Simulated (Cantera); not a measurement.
What does this Cantera script print?

```python
import numpy as np
import cantera as ct

gas = ct.Solution("gri30.yaml")


def delay(T, t_max=10):
    gas.TPX = T, 101325, {'C3H8': 1, 'O2': 2.5, 'N2': 9.4}
    reactor = ct.IdealGasConstPressureReactor(gas, clone=False)
    net = ct.ReactorNet([reactor])
    net.rtol, net.atol = 1e-8, 1e-16
    while net.time < t_max:
        t_old, T_old = net.time, reactor.T
        net.step()
        if reactor.T > T + 400:  # ignition: a rise of 400 K
            return t_old + (T + 400 - T_old) / (reactor.T - T_old) * (net.time - t_old)
    return np.nan


taus = []
for T in [1298, 1398, 1498, 1598, 1698, 1798, 1898]:
    taus.append(delay(T))
    print(f"T0 = {T:6g} K   tau = {taus[-1]:.4e} s")
```

It prints:

```
T0 =   1298 K   tau = 1.0727e-03 s
T0 =   1398 K   tau = 2.5684e-04 s
T0 =   1498 K   tau = 8.7731e-05 s
T0 =   1598 K   tau = 3.9729e-05 s
T0 =   1698 K   tau = 2.2100e-05 s
T0 =   1798 K   tau = 1.4166e-05 s
T0 =   1898 K   tau = 9.9946e-06 s
```

Cantera simulation using GRI-Mech 3.0 (53 species, 325 reactions); the numbers are that mechanism's predictions, not measurements. GRI-Mech 3.0 was tuned for natural gas; its chemistry of propane as a main component is partial and can be far from experiment.
